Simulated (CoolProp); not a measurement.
R152A along the isobar 1.27 MPa: density (kg/m³) from the reference equation and from simpler models built on Tc = 113.3 °C, pc = 4.517 MPa, ω = 0.275; each cubic takes its own stable root.

The numbers come from the reference Helmholtz-energy equation of state, Outcalt 1996 in CoolProp. It is a modified Benedict-Webb-Rubin equation, recast in Helmholtz form.

```tsv
T (°C)	phase	reference
12.35	liquid	933.1
33.75	liquid	878.9
55.25	gas	39.54
76.65	gas	34.66
98.15	gas	31.27
119.55	gas	28.70
141.05	gas	26.63
162.45	gas	24.91
183.95	gas	23.43
205.35	gas	22.16
226.85	gas	21.03
```

Q: How far does each simpler model (van der Waals, Soave-Redlich-Kwong, Peng-Robinson) lie from the reference over these 11 states: mean and median of the absolute difference, and the worst?

A: 
- van der Waals: mean 14.9 %, median 2.0 %, worst -95.5 % at 33.75 °C and 1.27 MPa
- Soave-Redlich-Kwong: mean 4.2 %, median 0.9 %, worst -17.9 % at 33.75 °C and 1.27 MPa
- Peng-Robinson: mean 1.7 %, median 0.4 %, worst -6.9 % at 33.75 °C and 1.27 MPa

At some of these states van der Waals gives the other phase, because its saturation line lies elsewhere.
